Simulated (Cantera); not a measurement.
A closed system holds: 1 mol borazine, 2.7 mol O2, 0.19 mol H2, 1.3 mol NH3, equilibrated at 1400 K and 4.00 mbar.

Cantera equilibrium calculation (NASA polynomials, part measured and part estimated; ideal gas, pure solids and liquids). Candidate condensed phases: B, BN, B2O3, B3O3H3, H2O; 39 gas species. The feed counts by its element totals alone. Gases not in the tables: H3BO3. The numbers say what is thermodynamically allowed, not how fast it happens.

Q: What is the equilibrium state?

A: 
```
Quantity                                 Result
------------------------------------  ---------
x(H2)                                     0.568
x(N2)                                     0.288
x(H2O)                                   0.0975
x(HBO2)                                  0.0461
x(B2O3)                                0.000601
x(HBO)                                  7.54e-5
x(H)                                    5.79e-5
x((HBO2)3)                              1.17e-5
n(B2O3(l))                             1.32 mol
gas amount                            7.467 mol
log10 activity of B(s) (absent)           -6.74
log10 activity of B3O3H3(s) (absent)     -16.81
```
